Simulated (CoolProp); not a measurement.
Vapour pressure (MPa) of R245fa: the reference equation beside estimates from Tc = 153.9 °C, pc = 3.651 MPa, ω = 0.378. Clausius-Clapeyron is anchored at 65.85 °C with a constant enthalpy of vaporisation of 22.11 kJ/mol.

The numbers come from the reference Helmholtz-energy equation of state, Akasaka 2015 in CoolProp.

```csv
T (°C),reference,Clausius-Clapeyron,van der Waals
60.15,0.4644,0.4763,1.248
65.85,0.5446,0.5446,1.351
71.55,0.6349,0.6201,1.459
77.35,0.7380,0.7045,1.575
83.05,0.8510,0.7954,1.694
88.75,0.9766,0.8946,1.818
94.45,1.116,1.003,1.948
100.15,1.269,1.120,2.084
105.95,1.441,1.249,2.228
```

Absolute difference from the reference over all 9 rows, mean and median: Clausius-Clapeyron 6.6 and 6.5 %, van der Waals 104.3 and 99.1 %.
